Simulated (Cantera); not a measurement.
Cantera run:

```python
import numpy as np
import cantera as ct

gas_names = """
    Fe FeO Fe(OH)2 H HNO HNO2 HNO3 HO2 H2 H2O H2O2 N NH NH2 NH3 NH2OH NO NO2 NO3 N2 N2H2 N2H4 N2O O OH
    O2 O3
""".split()
cond_names = """
    Fe(a) Fe(c) Fe(d) Fe(L) FeO(s) FeO(L) Fe(OH)2(s) Fe(OH)3(s) Fe2O3(s) Fe3O4(s) H2O(s) H2O(L)
""".split()


# ... load() reads the species with a 1 bar reference pressure and builds the phases ...
atoms = {
    'Fe3O4': {'Fe': 3, 'O': 4},
    'H2': {'H': 2},
    'N2': {'N': 2},
}
top_T = {'Fe2O3(s)': 1830, 'Fe3O4(s)': 1870}  # K; cautious upper limits of use, not melting points


# ... equilibrate(T, P, feed) seeds the gas with the atoms and calls Mixture.equilibrate('TP', solver="vcs", rtol=1e-11, max_steps=5000) ...
results = []
feed = {'Fe3O4': 1, 'H2': 1300, 'N2': 3.9}  # mol
P = 10000  # Pa
for T in [1873, 1898, 1923, 1948, 1973, 1998, 2023, 2048, 2073, 2098, 2123, 2148, 2173, 2198]:
    mix = equilibrate(T, P, feed)
    results.append((T, P, feed, dict(zip(mix.species_names, mix.species_moles))))

top = {s: max(r[3][s] / sum(r[3][g] for g in gas_names) for r in results) for s in gas_names}
cols = sorted((s for s in top if top[s] > 1e-06), key=lambda s: -top[s])[:5]
seen = [c for c in cond_names if any(r[3].get(c, 0) > 1e-12 for r in results)]
print("log10 of partial pressures in bar; condensed amounts in mol")
print(f"{'T/K':>10s}" + "".join(f"{s[:9]:>10s}" for s in cols + seen))
for T, P, feed, n in results:
    ng = sum(n[g] for g in gas_names)
    print(f"{T:10.4g}" + "".join(f"{np.log10(max(n[s] / ng * P / 1e5, 1e-99)):10.3f}" for s in cols)
          + "".join(f"{n.get(c, 0):10.4g}" for c in seen))
```

Result:

```
log10 of partial pressures in bar; condensed amounts in mol
       T/K        H2         H       H2O        N2        Fe     Fe(L)
      1873    -1.004    -3.692    -3.514    -3.525    -4.102     1.967
      1898    -1.004    -3.609    -3.514    -3.525    -3.964      1.58
      1923    -1.005    -3.528    -3.515    -3.525    -3.830     1.064
      1948    -1.005    -3.449    -3.515    -3.526    -3.699    0.3815
      1973    -1.005    -3.373    -3.515    -3.526    -3.640         0
      1998    -1.006    -3.298    -3.516    -3.526    -3.640         0
      2023    -1.006    -3.225    -3.516    -3.526    -3.640         0
      2048    -1.007    -3.153    -3.516    -3.527    -3.641         0
      2073    -1.007    -3.084    -3.516    -3.527    -3.641         0
      2098    -1.008    -3.016    -3.517    -3.527    -3.641         0
      2123    -1.009    -2.949    -3.517    -3.528    -3.642         0
      2148    -1.009    -2.885    -3.518    -3.528    -3.642         0
      2173    -1.010    -2.822    -3.518    -3.528    -3.642         0
      2198    -1.011    -2.760    -3.519    -3.529    -3.643         0
```

Method: chemical equilibrium by Gibbs-energy minimisation in Cantera with the NASA 1993 tables (ideal gas, pure condensed phases).
